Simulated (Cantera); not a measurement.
Equilibrium for carbothermic reduction: Fe3O4 + C + N2

Feed: 1 mol Fe3O4, 0.88 mol C, a varied amount of N2, equilibrated at 1850 K and 10.0 Torr.

Cantera equilibrium calculation (NASA polynomials, part measured and part estimated; ideal gas, pure solids and liquids). Candidate condensed phases: C, Fe, Fe(CO)5, FeO, Fe2O3, Fe3O4; 27 gas species. The tables' stoichiometric FeO is somewhat more stable than real wüstite, so its field is too wide. FeO: taken at fixed stoichiometry. Rates play no part.

```tsv
n(N2) (mol)	x N2	x CO	x CO2	x Fe	x FeO	n FeO(l)
0.41	0.317	0.584	0.0958	0.00305	2.71e-5	3.00
0.64	0.420	0.495	0.0817	0.00303	2.71e-5	3.00
1	0.530	0.400	0.0666	0.00300	2.71e-5	2.99
1.6	0.643	0.303	0.0512	0.00296	2.71e-5	2.99
2.4	0.730	0.228	0.0394	0.00290	2.71e-5	2.99
3.8	0.810	0.159	0.0284	0.00281	2.71e-5	2.99
5.9	0.868	0.109	0.0203	0.00269	2.71e-5	2.98
9.2	0.910	0.0727	0.0144	0.00253	2.71e-5	2.97
14	0.939	0.0486	0.0104	0.00234	2.71e-5	2.96
```
x: gas mole fraction; n: condensed amount in mol.

From 0.41 mol N2 to 14 mol N2 the condensed part is FeO(l). The main Fe-bearing gas is Fe throughout. The share of Fe in condensed phases is highest at 0.41 mol N2 (99.9 %) and lowest at 14 mol N2 (98.8 %).
